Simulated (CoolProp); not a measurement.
Vapour-liquid equilibrium of R143a (1) + R1234yf (2) at -69.95 °C; x and y are mole fractions of (1).

Values from CoolProp's multi-fluid Helmholtz-energy mixture model, Lemmon and Jacobsen 2000 and Lemmon 2022; pair parameters Bell 2016.

| x | bubble pressure (bar) | y at the bubble point | dew pressure at overall composition x (bar) | liquid density (mol/L) |
|---|---|---|---|---|
| 0.05 | 0.1232 | 0.138 | 0.1156 | 12.13 |
| 0.15 | 0.1451 | 0.342 | 0.1243 | 12.34 |
| 0.25 | 0.1656 | 0.487 | 0.1345 | 12.57 |
| 0.35 | 0.1851 | 0.597 | 0.1462 | 12.81 |
| 0.45 | 0.2037 | 0.686 | 0.1600 | 13.05 |
| 0.55 | 0.2217 | 0.760 | 0.1763 | 13.31 |
| 0.65 | 0.2394 | 0.824 | 0.1958 | 13.58 |
| 0.75 | 0.2568 | 0.880 | 0.2191 | 13.85 |
| 0.85 | 0.2740 | 0.931 | 0.2472 | 14.14 |
| 0.95 | 0.2913 | 0.978 | 0.2808 | 14.44 |

No azeotrope shows between x = 0.05 and 0.95.

The pair parameters rest on a limited set of measurements; away from them the model extrapolates.
